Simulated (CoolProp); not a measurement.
Vapour-liquid equilibrium of methanol (1) + hexamethyldisiloxane (MM) (2) at 0.136 MPa; x and y are mole fractions of (1).

Computed with CoolProp (multi-fluid Helmholtz-energy mixture model, de Reuck 1993 and Thol 2016; pair parameters Bell 2016).

```
x     bubble temperature (°C)  y at the bubble point  dew temperature at overall composition x (°C)  liquid density (mol/L)
----  -----------------------  ---------------------  ---------------------------------------------  ----------------------
0.05                    102.0                  0.240                                          109.3                   4.346
0.15                     89.6                  0.514                                          105.6                   4.915
0.25                     82.2                  0.649                                          101.6                   5.558
0.35                     77.8                  0.720                                           97.4                   6.318
0.45                     75.4                  0.761                                           92.8                   7.249
0.55                     74.1                  0.787                                           87.8                   8.433
0.65                     73.3                  0.808                                           82.1                   9.990
0.75                     72.7                  0.833                                           76.0                   12.12
0.85                     72.2                  0.874                                           72.4                   15.16
0.95                     72.0                  0.948                                           72.0                   19.80
```

y crosses x between x = 0.85 and 0.95: the model has an azeotrope there.

The pair parameters rest on a limited set of measurements; away from them the model extrapolates.
